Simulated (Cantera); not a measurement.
Charge: 1 mol Cu₂O, 0.76 mol C, 8.2 mol H₂, at 26.0 Pa.

These are equilibrium values from Cantera (NASA tables, ideal gas, pure condensed phases), not measurements of a reactor. Candidate condensed phases: C, C₆H₆, C₇H₈, C₈H₁₈, Cu, CuO, Cu(OH)₂, Cu₂O, H₂O; 113 gas species. Equilibrium is a limit: real reactors are often held back by kinetics, nucleation or transport. All values below are at 1752 °C.

Base state: H₂ 0.644, Cu 0.174, H 0.0958, CO 0.0656, H₂O 0.0201, CO₂ 0.000437, OH 0.000312, O 3.37e-5 (mole fractions); condensed: gas only.

What changes in the equilibrium state with this change: H₂ from 8.2 to 2.1 mol?


| species | before | after |
|---|---|---|
| Cu | 0.174 | 0.397 |
| H₂ | 0.644 | 0.339 |
| CO | 0.0656 | 0.147 |
| H₂O | 0.0201 | 0.0426 |
| H | 0.0958 | 0.0695 |
| CO₂ | 0.000437 | 0.00395 |
| Cu₂ | 6.51e-6 | 3.40e-5 |
